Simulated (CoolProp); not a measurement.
Saturated liquid density (kg/m³) of toluene: the reference equation beside estimates from Tc = 591.7 K, pc = 41.26 bar, ω = 0.266. Rackett uses Z = 0.29056 − 0.08775 ω.

The numbers come from the reference Helmholtz-energy equation of state, Lemmon 2006 in CoolProp. It is a short technical equation, of lower accuracy than the large ones.

```
T (K)  reference  Rackett  van der Waals  Redlich-Kwong
-----  ---------  -------  -------------  -------------
314.7      846.7    836.6          497.4          737.0
322.5      839.3    829.4          493.5          730.4
330.4      831.8    822.0          489.5          723.6
338.3      824.2    814.5          485.3          716.6
346.1      816.7    807.1          481.2          709.5
354        809.0    799.4          476.9          702.2
361.9      801.2    791.6          472.5          694.6
369.7      793.4    783.9          468.1          687.0
377.6      785.4    775.8          463.6          679.1
385.5      777.3    767.7          458.9          670.9
393.3      769.2    759.5          454.2          662.7
401.2      760.9    751.1          449.4          654.1
409.1      752.4    742.6          444.4          645.3
416.9      743.9    733.9          439.3          636.4
424.8      735.1    725.0          434.1          627.0
```

Absolute difference from the reference over all 15 rows, mean and median: Rackett 1.2 and 1.2 %, van der Waals 41.0 and 41.0 %, Redlich-Kwong 13.6 and 13.4 %.
